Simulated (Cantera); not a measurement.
A perfectly stirred reactor is fed with C3H8 : O2 : N2 = 1 : 3.33 : 9.33 (molar parts), equivalence ratio 1.5, at 8.78 atm; it is adiabatic with a 598 K inlet, and is followed from long to short residence time, starting on the burning branch (τ in s: 0.048, 0.026, 0.014, 0.0073, 0.0039, 0.0021, 0.0011, 0.00059, 0.00032, 0.00017, 9e-05).

Computed with Cantera and GRI-Mech 3.0 (53 species, 325 reactions). GRI-Mech 3.0 was tuned for natural gas; its chemistry of propane as a main component is partial and can be far from experiment.

### Question
What does this change do: pressure from 8.78 atm to 0.395 atm?

### Answer
```csv
quantity,before,after
"blow-out, bracketed by the residence times tried","burning at 90.0 µs, the shortest tried","burning at 90.0 µs, the shortest tried"
x(C3H8) at τ = 48.0 ms,6.68e-8,4.07e-7
x(O2) at τ = 48.0 ms,2.52e-5,0.000345
x(HCN) at τ = 48.0 ms,1.96e-6,7.40e-6
x(CO) at τ = 48.0 ms,0.132,0.130
x(HCO) at τ = 48.0 ms,3.42e-7,2.68e-7
x(C3H8) at τ = 2.10 ms,1.27e-6,7.73e-6
x(O2) at τ = 2.10 ms,0.000221,0.00153
x(HCN) at τ = 2.10 ms,3.64e-5,8.23e-5
x(CO) at τ = 2.10 ms,0.131,0.130
x(HCO) at τ = 2.10 ms,6.85e-7,4.06e-6
```
